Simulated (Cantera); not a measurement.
Feed: 1 mol SiHCl3, a varied amount of N2, at 1248.15 K and 0.370 bar.

Equilibrium computed with Cantera from the NASA thermochemical tables; the gas is ideal and each condensed phase is pure. Candidate condensed phases: NH4Cl, Si, Si3N4; 28 gas species. N2 is the only nitrogen source here; it is nearly inert below about 1500 K, so the nitride shown seldom forms there in practice. The numbers say what is thermodynamically allowed, not how fast it happens.

What share of the Si ends up in condensed phases as a function of n(N2) (mol), at 1, 1.8, 3, 5.3, 9.1, 16, 27, 47?


```csv
n(N2) (mol),Si condensed (%),as
1,40.9,Si3N4(s)
1.8,42.2,Si3N4(s)
3,43.1,Si3N4(s)
5.3,44.1,Si3N4(s)
9.1,45.0,Si3N4(s)
16,45.8,Si3N4(s)
27,46.4,Si3N4(s)
47,47.0,Si3N4(s)
```
